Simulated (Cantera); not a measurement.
Input (Python, Cantera) and output of one run.

```python
import numpy as np
import cantera as ct

gas_names = """
    N NO NO2 NO3 N2 N2O O O2 O3 Si SiN SiO SiO2 Si2 Si2N Si3
""".split()
cond_names = """
    Si(cr) Si(L) SiO2(Lqz) SiO2(hqz) SiO2(L) Si2N2O(s) Si3N4(a)
""".split()


# ... load() reads the species with a 1 bar reference pressure and builds the phases ...
atoms = {
    'Si3N4': {'Si': 3, 'N': 4},
    'N2O': {'N': 2, 'O': 1},
    'N2': {'N': 2},
}
top_T = {'Si2N2O(s)': 2100, 'Si3N4(a)': 2400}  # K; cautious upper limits of use, not melting points


# ... equilibrate(T, P, feed) seeds the gas with the atoms and calls Mixture.equilibrate('TP', solver="vcs", rtol=1e-11, max_steps=5000) ...
results = []
feed = {'Si3N4': 1, 'N2O': 0.73, 'N2': 280}  # mol
T = 1100  # K
P = 10000  # Pa
mix = equilibrate(T, P, feed)
results.append((T, P, feed, dict(zip(mix.species_names, mix.species_moles))))
print(gas.report(threshold=1e-05))
for i in range(1, mix.n_phases):
    print(f"{mix.phase(i).name:16s} {mix.phase_moles(i):12.5e} mol")
```

Output:

```
       temperature   1100 K
          pressure   10000 Pa
           density   0.03063 kg/m^3
  mean mol. weight   28.014 kg/kmol
   phase of matter   gas

                          1 kg             1 kmol
                     ---------------   ---------------
          enthalpy        8.8378e+05        2.4758e+07  J
   internal energy         5.573e+05        1.5612e+07  J
           entropy            8940.5        2.5046e+05  J/K
    Gibbs function       -8.9508e+06       -2.5075e+08  J
 heat capacity c_p            1184.5             33183  J/K
 heat capacity c_v            887.71             24868  J/K

                      mass frac. Y      mole frac. X     chem. pot. / RT
                     ---------------   ---------------   ---------------
                N2                 1                 1           -27.416
     [  +15 minor]        4.5854e-14        2.9139e-14

Si(cr)            0.00000e+00 mol
SiO2(hqz)         0.00000e+00 mol
Si2N2O(s)         7.30000e-01 mol
Si3N4(a)          5.13333e-01 mol
```

Cantera equilibrium calculation (NASA polynomials, part measured and part estimated; ideal gas, pure solids and liquids). Mutual solubility and eutectic melting of coexisting phases are not modelled.
